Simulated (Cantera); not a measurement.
Mixture: CH4 : C2H6 : C3H8 : O2 : N2 : H2O = 1 : 0.11 : 0.056 : 2.96 : 13.9 : 0.78 (molar parts), equivalence ratio 0.90, at 320000 Pa, adiabatic and at constant pressure. Ignition delay is the time to a rise of 400 K.

Cantera simulation using GRI-Mech 3.0 (53 species, 325 reactions); the numbers are that mechanism's predictions, not measurements.

Question: Predict: delay at 1200 K; delay at 1275 K; delay at 1350 K; delay at 1425 K; delay at 1500 K; apparent activation energy between 1350 and 1500 K.

Answer: 
* **delay at 1200 K**: 2.48 ms
* **delay at 1275 K**: 1.01 ms
* **delay at 1350 K**: 0.438 ms
* **delay at 1425 K**: 0.202 ms
* **delay at 1500 K**: 99.7 µs
* **apparent activation energy between 1350 and 1500 K**: 170 kJ/mol
